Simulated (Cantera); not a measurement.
Input: 1 mol FeS₂, 0.091 mol SO₃, 9.1 mol CO₂, 0.51 mol H₂S, held at 1625 K and 13300 Pa.

These are equilibrium values from Cantera (NASA tables, ideal gas, pure condensed phases), not measurements of a reactor. Candidate condensed phases: C, C₆H₆, C₇H₈, C₈H₁₈, Fe, Fe(CO)₅, FeO, Fe(OH)₂, Fe(OH)₃, FeS, FeSO₄, FeS₂, Fe₂O₃, Fe₂(SO₄)₃, Fe₃O₄, H₂O, H₂SO₄, S; 127 gas species. The tables' stoichiometric FeO is somewhat more stable than real wüstite, so its field is too wide. FeO: taken at fixed stoichiometry. Kinetics and transport are ignored.

Base state: CO₂ 0.498, CO 0.294, SO₂ 0.0951, S₂ 0.0606, H₂O 0.0361, H₂ 0.00684, SO 0.00460, COS 0.00186 (mole fractions); condensed: FeO(s).

**Question.** What changes in the equilibrium state with this change: SO₃ from 0.091 to 1.5 mol?

**Answer.** 
```
species        before     after
-----------  --------  --------
CO₂             0.498     0.511
SO₂            0.0951     0.208
CO              0.294     0.188
S₂             0.0606    0.0446
H₂O            0.0361    0.0343
H₂S           0.00128  0.000652
COS           0.00186   0.00102
H₂            0.00684   0.00407
SH           0.000521  0.000345
FeO(s), mol     1.000     1.000
```
